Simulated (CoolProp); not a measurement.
Vapour-liquid equilibrium of ethylbenzene (1) + n-nonane (2) at 0.0823 MPa; x and y are mole fractions of (1).

Computed with CoolProp (multi-fluid Helmholtz-energy mixture model, Zhou 2012 and Lemmon 2006; pair parameters Bell 2016).

```tsv
x	bubble temperature, mixture model (K)	bubble temperature, Raoult's law (K)	y, mixture model	y, Raoult's law
0.05	…	415.4	0.081	0.072
0.2	411.5	412.9	…	0.271
0.35	…	410.6	0.462	0.446
0.5	406.3	408.4	0.602	0.600
0.65	404.5	406.3	0.725	0.737
0.8	…	404.3	0.839	0.858
0.95	402.0	402.4	0.958	0.966
```

Question: What belongs in the gaps?

Answer: 
- 0.05, bubble temperature, mixture model (K): 415.0
- 0.2, y, mixture model: 0.292
- 0.35, bubble temperature, mixture model (K): 408.7
- 0.8, bubble temperature, mixture model (K): 403.1

The largest gap from Raoult's law is -2.1 K in bubble temperature, at x = 0.5. No azeotrope shows between x = 0.05 and 0.95.

The pair parameters rest on a limited set of measurements; away from them the model extrapolates.
